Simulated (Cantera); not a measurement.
A closed system holds: 1 mol SiF4, 4.9 mol H2, 2.1 mol HCl, equilibrated at 923.15 K and 66.8 Torr.

Equilibrium computed with Cantera from the NASA thermochemical tables; the gas is ideal and each condensed phase is pure. Candidate condensed phases: Si; 37 gas species. Equilibrium is a limit: real reactors are often held back by kinetics, nucleation or transport.

Base state: H2 0.612, HCl 0.262, SiF4 0.125, HF 0.000748, SiCl4 0.000171, SiHF3 5.62e-5 (mole fractions); condensed: gas only.

Task: What changes in the equilibrium state with this change: SiF4 replaced by (CH3)2SiCl2?

Result: 
| species | before | after |
|---|---|---|
| H2 | 0.612 | 0.823 |
| HCl | 0.262 | 0.0800 |
| SiCl4 | 0.000171 | 0.0799 |
| SiF4 | 0.125 | 0 |
| CH4 | 0 | 0.0140 |
| HF | 0.000748 | 0 |
| SiHF3 | 5.62e-5 | 0 |
| SiH2Cl2 | 1.17e-9 | 1.05e-5 |
| SiHCl3 | 1.43e-6 | 0.00293 |
| SiCl3 | 3.65e-8 | 6.46e-5 |
| C(graphite), mol | 0 | 1.69 |
| SiC(s), mol | 0 | 0.168 |
The feed counts by its element totals alone. The tables' values for SiCl3 are old estimates; treat these amounts as uncertain. Further candidate phases: C, C6H6, C7H8, C8H18, SiC.
